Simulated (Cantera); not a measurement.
Cantera run, input and output.

```python
import numpy as np
import cantera as ct

gas = ct.Solution("gri30.yaml")
gas.TP = 300, 190000
flame = ct.CounterflowDiffusionFlame(gas, width=0.02)
flame.fuel_inlet.X, flame.fuel_inlet.T = {'CH4': 1, 'H2': 1.1}, 600
flame.oxidizer_inlet.X, flame.oxidizer_inlet.T = {'O2': 0.27, 'N2': 0.73}, 600
flame.set_refine_criteria(ratio=3, slope=0.12, curve=0.24, prune=0.03)
show = ['OH', 'H', 'NO', 'CO', 'C2H2']

rows = []
print(f"{'mdot':>8s}{'a_max':>10s}{'a_mean':>10s}{'Tmax/K':>9s}" + "".join(f"{s:>11s}" for s in show) + "   (peak mole fractions)")
for i, mdot in enumerate([1.1, 1.8, 2.7, 4.1, 6.4, 9.8, 15]):  # kg/m2/s on the oxidiser side
    flame.oxidizer_inlet.mdot, flame.fuel_inlet.mdot = mdot, 0.52 * mdot
    flame.solve(loglevel=0, auto=(i == 0))
    if flame.T.max() < max(600, 600) + 100:
        print(f"{mdot:8.3g}  no burning solution found from the previous one")
        break
    dT = np.abs(np.gradient(flame.T, flame.grid))
    rows.append([flame.strain_rate("max"), flame.strain_rate("mean"), flame.T.max(),
                 *(flame.X[gas.species_index(s)].max() for s in show), max(dT[0], dT[-1]) / dT.max()])
    print(f"{mdot:8.3g}{rows[-1][0]:10.1f}{rows[-1][1]:10.1f}{rows[-1][2]:9.1f}" + "".join(f"{x:11.3e}" for x in rows[-1][3:-1]))
```

Output:

```
    mdot     a_max    a_mean   Tmax/K         OH          H         NO         CO       C2H2   (peak mole fractions)
     1.1     518.5     136.0   2614.0  2.185e-02  9.750e-03  1.215e-03  6.475e-02  1.457e-02
     1.8     816.7     222.5   2573.2  2.201e-02  1.041e-02  8.356e-04  6.193e-02  1.412e-02
     2.7    1180.0     333.8   2533.2  2.209e-02  1.106e-02  6.264e-04  5.971e-02  1.369e-02
     4.1    1710.3     506.9   2493.0  2.218e-02  1.190e-02  4.850e-04  5.781e-02  1.329e-02
     6.4    2533.3     791.3   2456.1  2.227e-02  1.297e-02  3.833e-04  5.619e-02  1.287e-02
     9.8    3744.2    1211.6   2420.3  2.199e-02  1.395e-02  3.056e-04  5.459e-02  1.245e-02
      15    5646.5    1854.6   2386.2  2.152e-02  1.495e-02  2.434e-04  5.323e-02  1.203e-02
```

Cantera simulation using GRI-Mech 3.0 (53 species, 325 reactions); the numbers are that mechanism's predictions, not measurements. GRI-Mech 3.0 has no aromatics or soot, which form on the fuel side of real flames. The maximum strain rate includes the flame's own expansion and is several times the mean.
